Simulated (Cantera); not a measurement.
A closed system holds: 1 mol Si3N4, 0.0032 mol H2O, 400 mol N2, 0.41 mol N2O, held at 1675 °C and 0.100 bar.

These are equilibrium values from Cantera (NASA tables, ideal gas, pure condensed phases), not measurements of a reactor. Candidate condensed phases: H2O, Si, SiO2, Si2N2O, Si3N4; 35 gas species. The tables' values for SiN are old estimates; treat these amounts as uncertain. Equilibrium is a limit: real reactors are often held back by kinetics, nucleation or transport.

Base state: N2 0.999, SiO 0.00103, Si 0.000203, Si2N 2.29e-5, SiN 1.90e-5 (mole fractions); condensed: Si3N4(s).

Question: What changes in the equilibrium state with this change: H2O from 0.0032 to 0.28 mol?

Answer: 
```
species          before     after
-------------  --------  --------
N2                0.999     0.997
SiO             0.00103   0.00172
H2              4.24e-6  0.000650
H               7.36e-6   9.11e-5
Si2N            2.29e-5   2.29e-5
Si             0.000203  0.000203
SiN             1.90e-5   1.90e-5
Si3N4(s), mol     0.826     0.733
```
